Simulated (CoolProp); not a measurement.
The numbers come from the reference Helmholtz-energy equation of state, Lemmon 2005 in CoolProp. It is a short technical equation, of lower accuracy than the large ones.

For trans-2-butene, give the phase and the cp (kJ/(kg K)), cv (kJ/(kg K)), speed of sound (m/s), Joule-Thomson coefficient (K/MPa) at 58.05 °C and 20.9 MPa.


- 58.05 °C and 20.9 MPa: liquid; cp 2.35, cv 1.72, speed of sound 981, Joule-Thomson coefficient -0.324
